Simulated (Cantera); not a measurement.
Input: 1 mol Si2H6, 0.39 mol CO2, 1.2 mol N2, 1.3 mol O3, held at 0.100 bar.

Method: chemical equilibrium by Gibbs-energy minimisation in Cantera with the NASA 1993 tables (ideal gas, pure condensed phases). Candidate condensed phases: C, C6H6, C7H8, C8H18, H2O, Si, SiC, SiO2, Si2N2O, Si3N4; 151 gas species. The feed counts by its element totals alone. Kinetics and transport are ignored. All values below are at 1075 K.

Base state: H2 0.598, N2 0.261, CO 0.0772, H2O 0.0555, CO2 0.00771, CH4 1.70e-5 (mole fractions); condensed: SiO2(β-quartz).

Problem. What changes in the equilibrium state with this change: Si2H6 replaced by TEOS?

Solution. 
```tsv
species	before	after
H2	0.598	0.557
CO	0.0772	0.369
N2	0.261	0.0675
H2O	0.0555	0.00260
CH4	1.70e-5	0.00140
CO2	0.00771	0.00186
SiO2(β-quartz), mol	2.00	1.00
C(graphite), mol	0	1.76
```
